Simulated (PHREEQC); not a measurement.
0.095 g of hydrous ferric oxide (600 m²/g; 0.2 weak and 0.005 strong sites per Fe, Dzombak-Morel constants, diffuse double layer) in 1 kg of water with 0.01 mol/kgw of an inert sodium salt and 0.014 mmol/kgw ZnCl2, at 25 °C; the pH is set by adding NaOH or the inert anion's acid. Oxygen alone is held at its pressure in air (log pO2 = -0.68). The system is closed to CO2. Precipitation was switched off in this run.

Base run: PHREEQC, ion-association model, wateq4f.dat. Each further column changes one thing. The table gives surface charge σ (C/m²).

| pH | base | background salt from 0.01 to 0.001 mol/kgw | oxide from 0.095 to 0.47 g/kgw | 0.00044 mol/kgw CuCl2 added |
|---|---|---|---|---|
| 3 | 0.325 | 0.254 | 0.326 | 0.328 |
| 4.33 | 0.179 | 0.091 | 0.180 | 0.187 |
| 5 | 0.113 | 0.051 | 0.114 | (withheld) |
| 5.67 | 0.067 | (withheld) | 0.067 | 0.132 |
| 7 | 0.019 | 0.007 | 0.018 | 0.114 |
| 8.33 | -0.001 | (withheld) | -0.002 | (withheld) |
| 9 | -0.011 | (withheld) | -0.012 | (withheld) |
| 9.67 | -0.025 | (withheld) | -0.028 | 0.003 |
| 11 | -0.089 | -0.048 | -0.098 | -0.020 |

**Question.** Complete the blanks.

**Answer.** 
- 5, 0.00044 mol/kgw CuCl2 added: 0.134
- 5.67, background salt from 0.01 to 0.001 mol/kgw: 0.027
- 8.33, background salt from 0.01 to 0.001 mol/kgw: 0.000
- 8.33, 0.00044 mol/kgw CuCl2 added: 0.034
- 9, background salt from 0.01 to 0.001 mol/kgw: -0.004
- 9, 0.00044 mol/kgw CuCl2 added: 0.015
- 9.67, background salt from 0.01 to 0.001 mol/kgw: -0.009

The oxide is taken as insoluble; below pH 4 it would dissolve. In at least one series the solution becomes supersaturated in solids that the run did not let form, among them Cu(OH)2, Atacamite, Zn(OH)2-e. The database's constant for dissolved Cu(OH)2 is higher than later reviews accept.
